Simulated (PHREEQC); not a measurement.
A solution holds 180 mmol/kgw BaCl2, at 20 °C. Closed to the air; pH follows from the charge balance.

Equilibrium calculation in PHREEQC: ion-association model, phreeqc.dat.

Each row changes one thing in this solution. This is a speciation only: nothing precipitates in the calculation.

| case | pH | ionic strength (mol/kgw) |
|---|---|---|
| as made | 7.01 | 0.540 |
| diluted 100-fold with water | 7.08 | ___ |
| 0.0088 mol/kgw NaOH added | 11.84 | ___ |
| 0.034 mol/kgw KOH added | 12.43 | ___ |
| BaCl2 replaced by FeCl2 at the same molality | 5.50 | 0.506 |
| 0.046 mol/kgw KCl added | 7.01 | ___ |
| BaCl2 from 0.18 to 0.27 mol/kgw | 6.99 | 0.810 |
| BaCl2 from 0.18 to 0.198 mol/kgw | 7.00 | ___ |

**Question.** Complete the blanks.

**Answer.** 
- diluted 100-fold with water, ionic strength (mol/kgw): 0.00540
- 0.0088 mol/kgw NaOH added, ionic strength (mol/kgw): 0.546
- 0.034 mol/kgw KOH added, ionic strength (mol/kgw): 0.564
- 0.046 mol/kgw KCl added, ionic strength (mol/kgw): 0.586
- BaCl2 from 0.18 to 0.198 mol/kgw, ionic strength (mol/kgw): 0.594

The ionic strength passes 0.7 mol/kgw, the rough limit of the ion-association models, in BaCl2 from 0.18 to 0.27 mol/kgw.
